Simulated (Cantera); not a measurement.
An adiabatic, constant-pressure homogeneous reactor starts with CH4 : O2 : N2 = 1 : 3.33 : 12.5 (molar parts), at 1550 K and 570 Torr. Integrator tolerance rtol = 1e-08.

Cantera simulation using GRI-Mech 3.0 (53 species, 325 reactions); the numbers are that mechanism's predictions, not measurements.

Task: What does this change do: 0.25 parts C2H6 added?

Result: 
```
quantity                                                            before                                    after
---------------------------------  ---------------------------------------  ---------------------------------------
time of steepest temperature rise                                 0.787 ms                                 0.126 ms
temperature at 0.100 s                                              2535 K                                   2695 K
equilibrium temperature                                             2535 K                                   2695 K
x(CH4) at 0.100 s                    <1e-12 (gas-phase equilibrium <1e-12)    <1e-12 (gas-phase equilibrium <1e-12)
x(O2) at 0.100 s                     0.0718 (gas-phase equilibrium 0.0718)    0.0341 (gas-phase equilibrium 0.0341)
x(H2) at 0.100 s                   0.00322 (gas-phase equilibrium 0.00322)    0.0115 (gas-phase equilibrium 0.0115)
x(OH) at 0.100 s                     0.0136 (gas-phase equilibrium 0.0136)    0.0197 (gas-phase equilibrium 0.0197)
x(HCO) at 0.100 s                  1.85e-9 (gas-phase equilibrium 1.85e-9)  1.80e-8 (gas-phase equilibrium 1.80e-8)
x(CO) at 0.100 s                   0.00938 (gas-phase equilibrium 0.00938)    0.0315 (gas-phase equilibrium 0.0315)
x(C2H6) at 0.100 s                   <1e-12 (gas-phase equilibrium <1e-12)    <1e-12 (gas-phase equilibrium <1e-12)
```
